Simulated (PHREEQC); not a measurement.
**Acid mine or pickling water: an equilibrium model**

Synthetic water in mg/kgw, 25 °C, pH 2.88, pe 10.6:

```
constituent  mg/kgw
-----------  ------
Na              156
K              78.5
Ca             96.4
Mg             68.9
Cl             35.6
S(6) as SO4    1020
Li            0.194
Mn(2)         0.211
Sr              4.7
Fe(3)          1.82
F             0.147
Cu(2)          4.66
```

Valence states are taken as typed.

Equilibrium calculation in PHREEQC: ion-association model, wateq4f.dat.

This is a speciation only: nothing precipitates in the calculation.

Predict the ionic strength, charge-balance error.

ionic strength 0.0291 mol/kgw; charge-balance error -1.2 %.

In which forms is S present?

SO4-2 75 %, MgSO4 9.4 %, CaSO4 7.1 %, HSO4- 6.0 %, NaSO4- 1.3 %, KSO4- 0.5 % of the S.

The solution is supersaturated, for example in Hematite (slow to form), Goethite (slow to form), so a real one may precipitate; this is no full list. Complexes and solids missing from the database can't appear. Fluoro complexes past AlF4- and FeF3 are missing from the database.
